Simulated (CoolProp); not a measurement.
Computed with CoolProp (reference Helmholtz-energy equation of state, Thol 2019).

**Question.** For decamethylcyclopentasiloxane (D5), give the phase and the cp (kJ/(kg K)), Joule-Thomson coefficient (K/MPa) at 620 K and 0.531 bar; 620 K and 28.5 bar.

**Answer.** 
- 620 K and 0.531 bar: gas; cp 1.96, Joule-Thomson coefficient 9.18
- 620 K and 28.5 bar: supercritical; cp 2.25, Joule-Thomson coefficient 1.03
